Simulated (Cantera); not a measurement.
An isothermal, constant-pressure homogeneous reactor starts with H₂ : O₂ : N₂ = 1.6 : 1 : 3.5 (molar parts), at 975 K and 1.00 bar.

Detailed kinetics in Cantera: GRI-Mech 3.0 (53 species, 325 reactions). The temperature is held fixed by assumption; the heat of reaction is taken as removed at once.

One state of this run: x H₂ = 0.130; x O₂ = 0.100; x H₂O = 0.151; x OH = 2.52e-7; x H₂O₂ = 0.000604. x: mole fraction; the columns are a selection and need not sum to one.

Which value of t (s) does it belong to?
(A) 0.0485
(B) 0.0144
(C) 0.00128
(D) 0.163

A, 0.0485
